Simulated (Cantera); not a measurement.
Charge: 1 mol SiH₂Cl₂, 0.026 mol Cl₂, 96 mol H₂, equilibrated at 1250 °C and 285 Torr.

Method: chemical equilibrium by Gibbs-energy minimisation in Cantera with the NASA 1993 tables (ideal gas, pure condensed phases). Candidate condensed phases: Si; 19 gas species. The tables' values for SiCl₃ are old estimates; treat these amounts as uncertain. Rates play no part.

What is the equilibrium state?


```
Property       Result
----------  ---------
x(H₂)           0.980
x(HCl)         0.0185
x(SiCl₂)      0.00114
x(H)          3.72e-5
x(SiCl₃)      2.82e-5
x(SiHCl₃)     1.24e-5
x(SiH₂Cl₂)    1.19e-5
x(SiH₃Cl)     3.36e-6
x(SiCl₄)      2.09e-6
n(Si(s))    0.882 mol
gas amount  98.02 mol
```
